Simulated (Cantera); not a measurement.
What does this Cantera script print?

```python
import numpy as np
import cantera as ct

gas = ct.Solution("gri30.yaml")
gas.TPX = 600, 100000, {'CH4': 1, 'O2': 1.33, 'N2': 5.01}
flame = ct.FreeFlame(gas, width=0.04)
flame.set_refine_criteria(ratio=3, slope=0.08, curve=0.16)
flame.transport_model = "mixture-averaged"
flame.solve(loglevel=0, auto=True)
z, T = flame.grid, flame.T
thick = (T[-1] - T[0]) / np.gradient(T, z).max()
show = ['CH4', 'O2', 'HO2', 'H2O', 'N2O', 'HCO']
print(f"laminar burning velocity  {flame.velocity[0] * 100:.3f} cm/s")
print(f"burnt temperature         {T[-1]:.1f} K")
print(f"thermal thickness         {thick * 1e3:.4f} mm")
print(f"grid points               {len(z)}")
z0 = z[flame.heat_release_rate.argmax()]
print(f"{'z/mm':>9s}{'T/K':>9s}{'u/(m/s)':>9s}" + "".join(f"{s:>11s}" for s in show))
rows = []
for k in (-3, -2, -1.5, -1, -0.5, -0.25, 0, 0.25, 0.5, 1, 2, 4, 8):
    zz = z0 + k * thick
    rows.append([k * thick, np.interp(zz, z, T), np.interp(zz, z, flame.velocity),
                 *(np.interp(zz, z, flame.X[gas.species_index(s)]) for s in show)])
    print(f"{rows[-1][0] * 1e3:9.3f}{rows[-1][1]:9.1f}{rows[-1][2]:9.3f}" + "".join(f"{x:11.3e}" for x in rows[-1][3:]))
```

Result:

```
laminar burning velocity  51.079 cm/s
burnt temperature         2112.0 K
thermal thickness         0.6758 mm
grid points               134
     z/mm      T/K  u/(m/s)        CH4         O2        HO2        H2O        N2O        HCO
   -2.027    600.7    0.514  1.355e-01  1.803e-01  7.571e-08  1.329e-04  7.100e-13  7.705e-18
   -1.352    606.2    0.522  1.340e-01  1.788e-01  8.073e-07  1.056e-03  1.147e-11  4.651e-15
   -1.014    627.0    0.544  1.312e-01  1.762e-01  3.934e-06  4.088e-03  7.772e-11  5.545e-13
   -0.676    734.8    0.646  1.208e-01  1.662e-01  2.181e-05  1.827e-02  7.301e-10  2.896e-10
   -0.338   1145.4    1.033  8.362e-02  1.247e-01  5.657e-05  6.860e-02  5.885e-09  2.679e-07
   -0.169   1503.6    1.378  4.899e-02  8.138e-02  7.729e-05  1.122e-01  1.300e-08  5.326e-06
    0.000   1832.9    1.702  1.690e-02  3.521e-02  3.217e-05  1.532e-01  1.796e-08  1.497e-05
    0.169   2000.2    1.867  4.220e-03  1.065e-02  5.621e-06  1.717e-01  1.374e-08  8.850e-06
    0.338   2059.0    1.922  1.390e-03  3.001e-03  1.034e-06  1.753e-01  1.009e-08  3.227e-06
    0.676   2090.6    1.950  3.985e-04  3.154e-04  8.322e-08  1.736e-01  8.314e-09  6.397e-07
    1.352   2103.2    1.961  1.337e-04  1.601e-05  6.210e-09  1.712e-01  7.552e-09  1.389e-07
    2.703   2108.2    1.965  4.629e-05  4.303e-06  2.343e-09  1.703e-01  7.056e-09  5.170e-08
    5.407   2110.4    1.967  1.034e-05  2.781e-06  1.456e-09  1.702e-01  6.421e-09  3.097e-08
```

Computed with Cantera and GRI-Mech 3.0 (53 species, 325 reactions). Burning velocities carry a grid error of a few per cent, more on coarse grids.
